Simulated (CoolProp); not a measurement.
Vapour-liquid equilibrium of n-hexane (1) + o-xylene (2) at 317.2 K; x and y are mole fractions of (1).

Model: multi-fluid Helmholtz-energy mixture model, Thol 2019 and Zhou 2012; pair parameters Bell 2016, in CoolProp.

Give the bubble pressure and the first vapour's composition at x = 0.35, 0.65, 0.95. Is there an azeotrope?

x = 0.35: 0.1883 bar, y = 0.908; x = 0.65: 0.3026 bar, y = 0.966; x = 0.95: 0.4146 bar, y = 0.996. No azeotrope shows between x = 0.05 and 0.95.

Pair parameters are fitted to limited data, so mixtures are less certain than the pure fluids.
